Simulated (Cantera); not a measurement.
## Formation from one mole of O₂

Standard-state values (1 bar) from the NASA 1993 polynomials, evaluated with Cantera. Values are per mole of reaction as written; species without (g) are pure solids or liquids, kept so even where they would boil at 1 bar.

Ta + O₂(g) ⇌ TaO₂(g)

```
T (K)  ΔH° (kJ)  ΔS° (J/K)  ΔG° (kJ)  log10 K
-----  --------  ---------  --------  -------
1800     -212.7       19.6    -248.0     7.20
2000     -214.9       18.5    -251.8     6.58
2200     -217.2       17.3    -255.4     6.06
2400     -219.8       16.2    -258.7     5.63
2600     -222.8       15.0    -261.9     5.26
```

1.2 Ti + O₂(g) ⇌ 0.4 Ti₃O₅

```tsv
T (K)	ΔH° (kJ)	ΔS° (J/K)	ΔG° (kJ)	log10 K	condensed phases
1800	-964.2	-162.7	-671.3	19.48	Ti(β), Ti₃O₅(s)
2000	-978.8	-170.2	-638.5	16.67	Ti(l), Ti₃O₅(s)
2200	-907.7	-135.5	-609.6	14.47	Ti(l), Ti₃O₅(l)
2400	-905.2	-134.5	-582.6	12.68	Ti(l), Ti₃O₅(l)
2600	-902.9	-133.5	-555.8	11.17	Ti(l), Ti₃O₅(l)
```

Nb + O₂(g) ⇌ NbO₂

```json
[
 {"T (K)": "1800", "ΔH° (kJ)": "-765.9", "ΔS° (J/K)": "-156.8", "ΔG° (kJ)": "-483.7", "log10 K": "14.04", "condensed phases": "Nb(s), NbO₂(s)"},
 {"T (K)": "2000", "ΔH° (kJ)": "-763.3", "ΔS° (J/K)": "-155.4", "ΔG° (kJ)": "-452.4", "log10 K": "11.82", "condensed phases": "Nb(s), NbO₂(s)"},
 {"T (K)": "2200", "ΔH° (kJ)": "-668.9", "ΔS° (J/K)": "-112.0", "ΔG° (kJ)": "-422.5", "log10 K": "10.03", "condensed phases": "Nb(s), NbO₂(l)"},
 {"T (K)": "2400", "ΔH° (kJ)": "-665.0", "ΔS° (J/K)": "-110.3", "ΔG° (kJ)": "-400.3", "log10 K": "8.71", "condensed phases": "Nb(s), NbO₂(l)"},
 {"T (K)": "2600", "ΔH° (kJ)": "-661.7", "ΔS° (J/K)": "-109.0", "ΔG° (kJ)": "-378.4", "log10 K": "7.60", "condensed phases": "Nb(s), NbO₂(l)"}
]
```

2 H₂(g) + O₂(g) ⇌ 2 H₂O(g)

| T (K) | ΔH° (kJ) | ΔS° (J/K) | ΔG° (kJ) | log10 K |
|---|---|---|---|---|
| 1800 | -502.0 | -115.4 | -294.2 | 8.54 |
| 2000 | -502.7 | -115.8 | -271.1 | 7.08 |
| 2200 | -503.2 | -116.0 | -247.9 | 5.89 |
| 2400 | -503.5 | -116.2 | -224.7 | 4.89 |
| 2600 | -503.7 | -116.3 | -201.4 | 4.05 |
